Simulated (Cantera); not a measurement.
Cantera with NASA thermochemical tables; ideal gases at 1 bar, condensed phases pure. Values are per mole of reaction as written; species without (g) are pure solids or liquids, kept so even where they would boil at 1 bar.

3 Ti₄O₇ ⇌ 6 Ti₂O₃ + O₃(g)

```csv
T (K),ΔH° (kJ),ΔS° (J/K),ΔG° (kJ),log10 K
450,(withheld),(withheld),(withheld),(withheld)
460,1234.7,117.1,1180.9,-134.09
470,(withheld),(withheld),(withheld),(withheld)
480,1243.3,135.4,1178.3,-128.23
490,1243.8,136.4,1177.0,-125.47
500,1244.3,137.4,1175.6,-122.81
510,1244.8,138.4,1174.2,-120.26
520,1245.4,139.5,1172.8,-117.81
530,1245.9,140.4,1171.5,-115.45
540,(withheld),(withheld),(withheld),(withheld)
550,1246.9,142.4,1168.6,-110.98
```

Q: Complete the blanks.

A: 
- 450, ΔH° (kJ): 1233.7
- 450, ΔS° (J/K): 114.7
- 450, ΔG° (kJ): 1182.0
- 450, log10 K: -137.21
- 470, ΔH° (kJ): 1236.0
- 470, ΔS° (J/K): 119.8
- 470, ΔG° (kJ): 1179.7
- 470, log10 K: -131.11
- 540, ΔH° (kJ): 1246.4
- 540, ΔS° (J/K): 141.4
- 540, ΔG° (kJ): 1170.0
- 540, log10 K: -113.18
